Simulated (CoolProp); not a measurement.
A Linde-Hampson liquefier for dry air: isothermal reversible compression at 250 K from 1 atm to 30 MPa, throttling to 1 atm, return gas leaving the recuperator 5 K below the feed. Each further row changes one setting.

Values from CoolProp's reference Helmholtz-energy equation of state, Lemmon 2000. It is a pseudo-pure fit of the blend.

| case | liquid yield per pass | compression work (kJ/kg of gas) |
|---|---|---|
| as stated | 0.153 | 401 |
| high pressure 60 MPa | 0.150 | 463 |
| warm-end temperature 280 K | 0.110 | 455 |
| warm-end gap 10 K | 0.142 | 401 |
